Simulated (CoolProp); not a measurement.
Vapour-liquid equilibrium of n-hexane (1) + toluene (2) at 318.7 K; x and y are mole fractions of (1).

The numbers come from the multi-fluid Helmholtz-energy mixture model, Thol 2019 and Lemmon 2006; pair parameters Bell 2016 in CoolProp.

Task: Give the bubble pressure and the first vapour's composition at x = 0.2, 0.275, 0.5. Is there an azeotrope?

Result: x = 0.2: 0.02057 MPa, y = 0.594; x = 0.275: 0.02360 MPa, y = 0.673; x = 0.5: 0.03117 MPa, y = 0.813. No azeotrope shows between x = 0.05 and 0.95.

The pair parameters rest on a limited set of measurements; away from them the model extrapolates.
